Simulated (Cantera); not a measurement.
Feed: 1 mol Si₂H₆, 0.069 mol O₂, at 875 °C and 1.00 bar.

Cantera equilibrium calculation (NASA polynomials, part measured and part estimated; ideal gas, pure solids and liquids). Candidate condensed phases: H₂O, Si, SiO₂; 18 gas species. The feed counts by its element totals alone. Mutual solubility and eutectic melting of coexisting phases are not modelled. The tables hold silica as quartz up to 1696 K and as liquid above; real silica turns to tridymite and cristobalite and melts near 1996 K. Rates play no part.

Question: What is the equilibrium state?

Answer: 
```
Quantity               Result
-----------------  ----------
x(H₂)                   1.000
n(Si(s))             1.93 mol
n(SiO₂(β-quartz))  0.0690 mol
gas amount          3.000 mol
```
